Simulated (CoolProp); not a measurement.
Saturation properties of CHF3 (R23).

The numbers come from the reference Helmholtz-energy equation of state, Penoncello 2003 in CoolProp.

```json
[
 {"T (K)": "176.9", "p (kPa)": "41.19", "surface tension (mN/m)": "19.6", "liquid viscosity (µPa s)": "?"},
 {"T (K)": "179.9", "p (kPa)": "50.49", "surface tension (mN/m)": "19.0", "liquid viscosity (µPa s)": "370"},
 {"T (K)": "183", "p (kPa)": "61.80", "surface tension (mN/m)": "18.4", "liquid viscosity (µPa s)": "350"},
 {"T (K)": "186.1", "p (kPa)": "75.06", "surface tension (mN/m)": "17.8", "liquid viscosity (µPa s)": "?"},
 {"T (K)": "189.1", "p (kPa)": "89.96", "surface tension (mN/m)": "17.2", "liquid viscosity (µPa s)": "315"},
 {"T (K)": "192.2", "p (kPa)": "107.7", "surface tension (mN/m)": "16.7", "liquid viscosity (µPa s)": "300"},
 {"T (K)": "195.2", "p (kPa)": "127.5", "surface tension (mN/m)": "16.1", "liquid viscosity (µPa s)": "286"},
 {"T (K)": "198.3", "p (kPa)": "?", "surface tension (mN/m)": "15.5", "liquid viscosity (µPa s)": "?"},
 {"T (K)": "201.3", "p (kPa)": "176.3", "surface tension (mN/m)": "14.9", "liquid viscosity (µPa s)": "260"},
 {"T (K)": "204.4", "p (kPa)": "206.2", "surface tension (mN/m)": "14.4", "liquid viscosity (µPa s)": "248"},
 {"T (K)": "207.5", "p (kPa)": "239.8", "surface tension (mN/m)": "13.8", "liquid viscosity (µPa s)": "237"},
 {"T (K)": "210.5", "p (kPa)": "276.3", "surface tension (mN/m)": "?", "liquid viscosity (µPa s)": "227"}
]
```

Question: Fill in the missing entries.

Answer: 
- 176.9, liquid viscosity (µPa s): 391
- 186.1, liquid viscosity (µPa s): 332
- 198.3, p (kPa): 150.7
- 198.3, liquid viscosity (µPa s): 272
- 210.5, surface tension (mN/m): 13.2

It boils at 191.1 K under 1 atm.

Viscosity comes from a separate model (Shan 2000). Surface tension comes from a separate correlation (Mulero 2012).
